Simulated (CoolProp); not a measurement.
Vapour-liquid equilibrium of methanol (1) + ethylbenzene (2) at 10.3 bar; x and y are mole fractions of (1).

Computed with CoolProp (multi-fluid Helmholtz-energy mixture model, de Reuck 1993 and Zhou 2012; pair parameters Bell 2016).

**Question.** Give the bubble temperature and the first vapour's composition at x = 0.2, 0.65, 0.95. Is there an azeotrope?

**Answer.** x = 0.2: 172.6 °C, y = 0.752; x = 0.65: 147.1 °C, y = 0.894; x = 0.95: 139.0 °C, y = 0.978. No azeotrope shows between x = 0.05 and 0.95.

The pair parameters rest on a limited set of measurements; away from them the model extrapolates. With so large a gap from Raoult's law the liquid may split in two, which this calculation doesn't test in full.
